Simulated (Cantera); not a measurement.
An isothermal, constant-pressure homogeneous reactor starts with CH4 : H2O = 1 : 1.3 (molar parts), at 1525 K and 10.0 bar.

Cantera simulation using GRI-Mech 3.0 (53 species, 325 reactions); the numbers are that mechanism's predictions, not measurements.

x: mole fraction; the columns are a selection and need not sum to one.

```
t (s)      x CH4       x H2O     x CH2CO      x CH2O       x CH3      x O2        x CO
--------  ------  ----------  ----------  ----------  ----------  --------  ----------
1.00e-5    0.435       0.565      <1e-12     2.53e-9     4.29e-5    <1e-12    9.78e-12
5.37e-5    0.434       0.565      <1e-12     7.97e-8     7.44e-5    <1e-12     4.45e-9
0.000289   0.433       0.565    1.43e-10     8.43e-7     9.36e-5    <1e-12     3.42e-7
0.00155    0.425       0.564     9.35e-8     6.44e-6    0.000128  1.70e-12     2.37e-5
0.00833    0.379       0.547     7.65e-6     6.41e-6    0.000109  4.74e-12    0.000335
0.0447     0.257       0.498     2.49e-5     3.28e-6     6.89e-5  1.02e-12     0.00277
0.240      0.193  (withheld)     2.31e-5  (withheld)  (withheld)    <1e-12  (withheld)
1.29       0.192  (withheld)  (withheld)  (withheld)  (withheld)    <1e-12  (withheld)
6.93       0.146       0.235     1.81e-6     5.58e-7     3.24e-5    <1e-12       0.118
37.2      0.0735       0.141     5.56e-7     5.23e-7     1.46e-5    <1e-12       0.176
200       0.0185      0.0815     1.32e-7     6.39e-7     3.43e-6    <1e-12       0.213
```

Task: Complete the blanks.

Result: 
- 0.240, x H2O: 0.443
- 0.240, x CH2O: 2.00e-6
- 0.240, x CH3: 5.73e-5
- 0.240, x CO: 0.0160
- 1.29, x H2O: 0.350
- 1.29, x CH2CO: 8.06e-6
- 1.29, x CH2O: 1.07e-6
- 1.29, x CH3: 4.99e-5
- 1.29, x CO: 0.0554
